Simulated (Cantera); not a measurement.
Charge: 1 mol HMDSO, 0.73 mol O₂, at 2123 K and 0.250 bar.

Cantera equilibrium calculation (NASA polynomials, part measured and part estimated; ideal gas, pure solids and liquids). Candidate condensed phases: C, C₆H₆, C₇H₈, C₈H₁₈, H₂O, Si, SiC, SiO₂; 123 gas species. The feed counts by its element totals alone. Gases not in the tables: Si₂H₆ and higher silanes. Kinetics and transport are ignored.

Base state: H₂ 0.778, CO 0.211, H 0.00633, SiO 0.00257, C₂H₂ (acetylene) 0.00129, Si 5.72e-5, CH₄ 4.73e-5, SiH₂ 1.34e-5 (mole fractions); condensed: C(graphite) + SiC(s).

Problem. What changes in the equilibrium state with this change: temperature from 2123 K to 1123.15 K?

Solution. 
```csv
species,before,after
H₂,0.778,0.993
CH₄,4.73e-5,0.00722
CO,0.211,2.74e-5
SiO,0.00257,6.42e-9
H,0.00633,8.51e-8
C₂H₂ (acetylene),0.00129,2.19e-8
Si,5.72e-5,<1e-9
SiH₂,1.34e-5,<1e-9
"C(graphite), mol",1.57,5.17
"SiC(s), mol",1.97,0.770
"SiO₂(β-quartz), mol",0,1.23
```
Mutual solubility and eutectic melting of coexisting phases are not modelled.

Problem. What changes in the equilibrium state with this change: HMDSO replaced by SiF₄?

Solution. 
```csv
species,before,after
SiF₄,0,0.576
O₂,<1e-9,0.420
O,<1e-9,0.00211
H₂,0.778,0
CO,0.211,0
H,0.00633,0
C₂H₂ (acetylene),0.00129,0
"C(graphite), mol",1.57,0
"SiC(s), mol",1.97,0
```
The tables' values for SiF₃ are old estimates; treat these amounts as uncertain.

Problem. What changes in the equilibrium state with this change: O₂ from 0.73 to 13 mol?

Solution. 
```json
[
 {"species": "H₂O", "before": "3.04e-6", "after": "0.550"},
 {"species": "CO₂", "before": "1.65e-7", "after": "0.362"},
 {"species": "O₂", "before": "<1e-9", "after": "0.0658"},
 {"species": "H₂", "before": "0.778", "after": "0.00297"},
 {"species": "CO", "before": "0.211", "after": "0.00981"},
 {"species": "SiO", "before": "0.00257", "after": "9.44e-6"},
 {"species": "OH", "before": "3.06e-9", "after": "0.00895"},
 {"species": "C₂H₂ (acetylene)", "before": "0.00129", "after": "<1e-9"},
 {"species": "O", "before": "<1e-9", "after": "0.000836"},
 {"species": "Si", "before": "5.72e-5", "after": "<1e-9"},
 {"species": "CH₄", "before": "4.73e-5", "after": "<1e-9"},
 {"species": "C(graphite), mol", "before": "1.57", "after": "0"},
 {"species": "SiC(s), mol", "before": "1.97", "after": "0"},
 {"species": "SiO₂(l), mol", "before": "0", "after": "2.00"}
]
```
The tables hold silica as quartz up to 1696 K and as liquid above; real silica turns to tridymite and cristobalite and melts near 1996 K. Gases not in the tables: Si(OH)₄.
